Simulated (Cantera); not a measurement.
## Si + O2 + N2 (thermal oxidation and active oxidation of silicon)

A closed system holds: 1 mol Si, 0.64 mol O2, 28 mol N2, equilibrated at 0.370 Pa.

Method: chemical equilibrium by Gibbs-energy minimisation in Cantera with the NASA 1993 tables (ideal gas, pure condensed phases). Candidate condensed phases: Si, SiO2, Si2N2O, Si3N4; 16 gas species. N2 is the only nitrogen source here; it is nearly inert below about 1500 K, so the nitride shown seldom forms there in practice. Mutual solubility and eutectic melting of coexisting phases are not modelled. The tables hold silica as quartz up to 1696 K and as liquid above; real silica turns to tridymite and cristobalite and melts near 1996 K. Rates play no part.

```tsv
T (°C)	x N2	x SiO	x SiO2	x Si	x NO	n SiO2(β-quartz)	n Si2N2O(s)
802	1.000	4.26e-6	<1e-12	<1e-12	<1e-12	0.520	0.240
852	1.000	5.33e-5	<1e-12	<1e-12	<1e-12	0.520	0.240
902	0.999	0.000537	1.10e-12	8.64e-12	<1e-12	0.515	0.235
952	0.996	0.00447	1.33e-11	2.17e-10	<1e-12	0.478	0.198
1002	0.975	0.0251	1.31e-10	2.69e-9	<1e-12	0.280	0
1052	0.975	0.0251	1.09e-9	1.14e-9	4.62e-12	0.280	0
1102	0.975	0.0251	7.70e-9	5.17e-10	8.59e-11	0.280	0
1152	0.975	0.0251	4.75e-8	2.48e-10	1.30e-9	0.280	0
```
x: gas mole fraction; n: condensed amount in mol.

From 802 °C to 952 °C the condensed part is SiO2(β-quartz) + Si2N2O(s). From 1002 °C to 1152 °C the condensed part is SiO2(β-quartz). The main Si-bearing gas is SiO throughout.
